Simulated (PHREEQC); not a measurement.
Make-up at 75 °C: 0.25 mol/kgw HF, 0.022 mol/kgw NH4F, 2e-05 mol/kgw H4SiO4 and 0.0048 mol/kgw H3PO4. Closed to the air; pH follows from the charge balance.

All values are PHREEQC results (ion-association model, wateq4f.dat), not measurements.

| quantity | before | after |
|---|---|---|
| pH | 2.33 | 2.40 |
| ionic strength (mol/kgw) | 0.0274 | 0.0314 |
| F- (mol/kgw) | 0.0132 | 0.0153 |
| HPO4-2 (mol/kgw) | 6.84e-8 | 8.96e-8 |
| NH3 (mol/kgw) | 4.54e-8 | 5.29e-8 |
| SI of Quartz (SiO2) | -9.04 | -9.15 |

Q: Name the change that produced these shifts.
A) H4SiO4 from 2e-05 to 0.0001 mol/kgw
B) 0.0059 mol/kgw Na2SO4 added
C) H3PO4 replaced by KH2PO4 at the same molality

A: C, H3PO4 replaced by KH2PO4 at the same molality

This is a speciation only: nothing precipitates in the calculation. wateq4f.dat counts part of the HF as a dimer, H2F2, which phreeqc.dat doesn't know; its constant is uncertain. H3PO4, which wateq4f.dat lacks, is added to it with the constant of phreeqc.dat. Constants without temperature data keep their 25 °C values here. SiF6-2 is the database's only silicon fluoride.
